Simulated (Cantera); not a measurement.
# Equilibrium for silicon nitride deposition: SiHCl3 + NH3

Feed: 1 mol SiHCl3, 5 mol NH3, at 0.255 Torr.

Cantera equilibrium calculation (NASA polynomials, part measured and part estimated; ideal gas, pure solids and liquids). Candidate condensed phases: NH4Cl, Si, Si3N4; 28 gas species. The tables' values for SiCl, SiCl3, SiN are old estimates; treat these amounts as uncertain. Gases not in the tables: Si2H6 and higher silanes. Equilibrium is a limit: real reactors are often held back by kinetics, nucleation or transport.

From 723 K to 1423 K the condensed part is Si3N4(s). From 1523 K to 1623 K the condensed part is Si(s). From 1723 K to 1823 K the condensed part is Si(l). The main Si-bearing gas is SiCl4 at 723 K and SiCl2 at 1823 K. The share of Si in condensed phases is highest at 1023 K (98.9 %) and lowest at 1823 K (1.8 %).

| T (K) | x H2 | x HCl | x N2 | x SiCl2 | x H | x Si | n Si3N4(s) | n Si(s) | n Si(l) |
|---|---|---|---|---|---|---|---|---|---|
| 723 | 0.582 | 0.249 | 0.165 | 3.78e-11 | 3.49e-12 | <1e-12 | 0.318 | 0 | 0 |
| 823 | 0.578 | 0.256 | 0.163 | 8.79e-9 | 3.03e-10 | <1e-12 | 0.325 | 0 | 0 |
| 923 | 0.576 | 0.259 | 0.163 | 6.12e-7 | 1.01e-8 | <1e-12 | 0.328 | 0 | 0 |
| 1023 | 0.576 | 0.261 | 0.162 | 1.83e-5 | 1.70e-7 | <1e-12 | 0.330 | 0 | 0 |
| 1123 | 0.575 | 0.261 | 0.162 | 0.000293 | 1.75e-6 | <1e-12 | 0.329 | 0 | 0 |
| 1223 | 0.577 | 0.256 | 0.164 | 0.00281 | 1.24e-5 | 9.65e-11 | 0.319 | 0 | 0 |
| 1323 | 0.584 | 0.228 | 0.171 | 0.0152 | 6.57e-5 | 1.62e-8 | 0.272 | 0 | 0 |
| 1423 | 0.600 | 0.171 | 0.186 | 0.0418 | 0.000279 | 1.28e-6 | 0.168 | 0 | 0 |
| 1523 | 0.610 | 0.113 | 0.208 | 0.0679 | 0.000979 | 5.30e-5 | 0 | 0.178 | 0 |
| 1623 | 0.609 | 0.110 | 0.208 | 0.0692 | 0.00292 | 0.000460 | 0 | 0.156 | 0 |
| 1723 | 0.603 | 0.109 | 0.207 | 0.0682 | 0.00768 | 0.00289 | 0 | 0 | 0.124 |
| 1823 | 0.585 | 0.111 | 0.203 | 0.0635 | 0.0180 | 0.0130 | 0 | 0 | 0.0178 |
x: gas mole fraction; n: condensed amount in mol.
